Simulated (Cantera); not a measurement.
A closed system holds: 1 mol CH₂F₂, 0.085 mol CH₄, equilibrated at 1973 K and 100000 Pa.

These are equilibrium values from Cantera (NASA tables, ideal gas, pure condensed phases), not measurements of a reactor. Candidate condensed phases: C, C₆H₆, C₇H₈, C₈H₁₈; 95 gas species. Equilibrium is a limit: real reactors are often held back by kinetics, nucleation or transport.

Base state: HF 0.921, H₂ 0.0781, H 0.000377, C₂H₂ (acetylene) 5.00e-5 (mole fractions); condensed: C(graphite).

Task: What changes in the equilibrium state with this change: CH₄ from 0.085 to 0.12 mol?

Result: 
```csv
species,before,after
HF,0.921,0.893
H₂,0.0781,0.107
H,0.000377,0.000441
C₂H₂ (acetylene),5.00e-5,6.84e-5
"C(graphite), mol",1.08,1.12
```
